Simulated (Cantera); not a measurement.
Cantera run, input and output.

```python
import numpy as np
import cantera as ct

gas = ct.Solution("h2o2.yaml")
gas.TPX = 625, 100000, {'H2': 1, 'O2': 0.2, 'N2': 0.752}
flame = ct.FreeFlame(gas, width=0.04)
flame.set_refine_criteria(ratio=3, slope=0.08, curve=0.16)
flame.transport_model = "mixture-averaged"
flame.solve(loglevel=0, auto=True)
z, T = flame.grid, flame.T
thick = (T[-1] - T[0]) / np.gradient(T, z).max()
show = ['H2', 'O2', 'HO2', 'H2O2', 'OH', 'H']
print(f"laminar burning velocity  {flame.velocity[0] * 100:.3f} cm/s")
print(f"burnt temperature         {T[-1]:.1f} K")
print(f"thermal thickness         {thick * 1e3:.4f} mm")
print(f"grid points               {len(z)}")
z0 = z[flame.heat_release_rate.argmax()]
print(f"{'z/mm':>9s}{'T/K':>9s}{'u/(m/s)':>9s}" + "".join(f"{s:>11s}" for s in show))
rows = []
for k in (-3, -2, -1.5, -1, -0.5, -0.25, 0, 0.25, 0.5, 1, 2, 4, 8):
    zz = z0 + k * thick
    rows.append([k * thick, np.interp(zz, z, T), np.interp(zz, z, flame.velocity),
                 *(np.interp(zz, z, flame.X[gas.species_index(s)]) for s in show)])
    print(f"{rows[-1][0] * 1e3:9.3f}{rows[-1][1]:9.1f}{rows[-1][2]:9.3f}" + "".join(f"{x:11.3e}" for x in rows[-1][3:]))
```

Result:

```
laminar burning velocity  914.722 cm/s
burnt temperature         2166.7 K
thermal thickness         0.4780 mm
grid points               133
     z/mm      T/K  u/(m/s)         H2         O2        HO2       H2O2         OH          H
   -1.434    625.0    9.147  5.123e-01  1.025e-01  8.582e-13  6.692e-16  5.230e-18  2.941e-15
   -0.956    625.0    9.147  5.123e-01  1.025e-01  1.839e-10  3.878e-14  5.016e-15  4.037e-12
   -0.717    625.0    9.147  5.123e-01  1.025e-01  1.325e-08  3.621e-12  7.515e-13  7.121e-10
   -0.478    625.1    9.148  5.123e-01  1.025e-01  1.730e-06  1.418e-09  9.152e-10  3.163e-07
   -0.239    651.0    9.485  5.086e-01  1.022e-01  2.099e-04  2.883e-06  6.984e-05  4.793e-04
   -0.120    841.4   12.017  4.802e-01  9.648e-02  1.358e-04  4.899e-06  4.405e-04  9.054e-03
    0.000   1207.4   16.798  3.880e-01  6.243e-02  5.918e-05  1.198e-06  1.587e-03  4.879e-02
    0.120   1464.0   20.234  3.048e-01  1.534e-02  1.418e-05  5.591e-07  2.537e-03  8.398e-02
    0.239   1571.4   21.619  2.875e-01  2.560e-03  2.264e-06  3.144e-07  2.527e-03  8.686e-02
    0.478   1673.3   22.866  2.918e-01  2.849e-04  2.540e-07  2.207e-07  2.707e-03  7.612e-02
    0.956   1782.3   24.159  3.019e-01  1.398e-04  1.306e-07  1.413e-07  2.774e-03  6.081e-02
    1.912   1888.1   25.384  3.121e-01  8.719e-05  8.534e-08  7.806e-08  2.559e-03  4.534e-02
    3.824   1981.1   26.436  3.211e-01  4.597e-05  4.963e-08  3.897e-08  2.101e-03  3.149e-02
```

Model: the H2/O2 subset of GRI-Mech 3.0, which has no nitrogen chemistry, integrated in Cantera. Burning velocities carry a grid error of a few per cent, more on coarse grids.
